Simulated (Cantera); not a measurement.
A perfectly stirred reactor is fed with NO : N2 = 1 : 0.81 (molar parts), at 10.5 Torr; it is held at 1823 K, and followed from long to short residence time.

Cantera simulation using GRI-Mech 3.0 (53 species, 325 reactions); the numbers are that mechanism's predictions, not measurements. Radical loss at walls, strong at low pressure, is not modelled.

Question: What does this change do: NO 1 to 0.18 parts?

Answer: 
| quantity | before | after |
|---|---|---|
| x(NO) at τ = 15.0 s | 0.493 | 0.174 |
| x(O) at τ = 15.0 s | 0.000272 | 0.000113 |
| x(N2) at τ = 15.0 s | 0.477 | 0.822 |
| x(NO2) at τ = 15.0 s | 4.92e-5 | 7.28e-6 |
| x(O2) at τ = 15.0 s | 0.0295 | 0.00408 |
| x(NO) at τ = 33.0 ms | 0.552 | 0.182 |
| x(O) at τ = 33.0 ms | 3.87e-5 | 5.06e-6 |
| x(N2) at τ = 33.0 ms | 0.448 | 0.818 |
| x(NO2) at τ = 33.0 ms | 5.28e-6 | 2.64e-7 |
| x(O2) at τ = 33.0 ms | 8.65e-6 | 2.72e-7 |

Question: What does this change do: temperature 1823 to 1950 K?

Answer: 
```json
[
 {"quantity": "x(NO) at τ = 15.0 s", "before": "0.493", "after": "0.318"},
 {"quantity": "x(O) at τ = 15.0 s", "before": "0.000272", "after": "0.00138"},
 {"quantity": "x(N2) at τ = 15.0 s", "before": "0.477", "after": "0.564"},
 {"quantity": "x(NO2) at τ = 15.0 s", "before": "4.92e-5", "after": "5.11e-5"},
 {"quantity": "x(O2) at τ = 15.0 s", "before": "0.0295", "after": "0.116"},
 {"quantity": "x(NO) at τ = 33.0 ms", "before": "0.552", "after": "0.552"},
 {"quantity": "x(O) at τ = 33.0 ms", "before": "3.87e-5", "after": "0.000134"},
 {"quantity": "x(N2) at τ = 33.0 ms", "before": "0.448", "after": "0.448"},
 {"quantity": "x(NO2) at τ = 33.0 ms", "before": "5.28e-6", "after": "6.13e-6"},
 {"quantity": "x(O2) at τ = 33.0 ms", "before": "8.65e-6", "after": "5.14e-5"}
]
```
